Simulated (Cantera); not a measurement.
Input: 1 mol c-C4F8, 0.044 mol H2, at 2900 °C and 133 Pa.

Method: chemical equilibrium by Gibbs-energy minimisation in Cantera with the NASA 1993 tables (ideal gas, pure condensed phases). Candidate condensed phases: C, C6H6, C7H8, C8H18; 95 gas species. The feed counts by its element totals alone. Equilibrium is a limit: real reactors are often held back by kinetics, nucleation or transport.

Base state: F 0.766, C3 0.0815, C 0.0709, CF 0.0490, C2 0.0217, HF 0.00581, H 0.00323, CF2 0.000832 (mole fractions); condensed: gas only.

**Question.** What changes in the equilibrium state with this change: temperature from 2900 °C to 2250 °C?

**Answer.** 
```tsv
species	before	after
F	0.766	0.861
CF2	0.000832	0.0957
CF	0.0490	0.0302
C3	0.0815	0.000533
C2	0.0217	4.93e-5
C	0.0709	0.000171
HF	0.00581	0.0120
CF4	<1e-9	0.000108
CF3	5.74e-8	0.000261
C2H	1.09e-5	1.62e-8
C(graphite), mol	0	3.06
```

**Question.** What changes in the equilibrium state with this change: c-C4F8 replaced by CH3F?

**Answer.** 
```json
[
 {"species": "H", "before": "0.00323", "after": "0.614"},
 {"species": "HF", "before": "0.00581", "after": "0.145"},
 {"species": "F", "before": "0.766", "after": "0.101"},
 {"species": "CF", "before": "0.0490", "after": "0.00546"},
 {"species": "C3", "before": "0.0815", "after": "0.0499"},
 {"species": "C2", "before": "0.0217", "after": "0.0157"},
 {"species": "C", "before": "0.0709", "after": "0.0602"},
 {"species": "H2", "before": "2.04e-7", "after": "0.00737"},
 {"species": "C2H2 (acetylene)", "before": "3.16e-9", "after": "8.24e-5"},
 {"species": "CH", "before": "4.01e-7", "after": "6.48e-5"}
]
```

**Question.** What changes in the equilibrium state with this change: pressure from 133 Pa to 2.40 Pa?

**Answer.** 
```
species    before     after
-------  --------  --------
F           0.766     0.669
C          0.0709     0.311
C2         0.0217   0.00752
C3         0.0815   0.00222
CF         0.0490   0.00337
C5       0.000380   6.46e-8
CF2      0.000832   8.99e-7
C4       0.000174   3.74e-7
C2H       1.09e-5   1.51e-7
HF        0.00581  0.000203
```
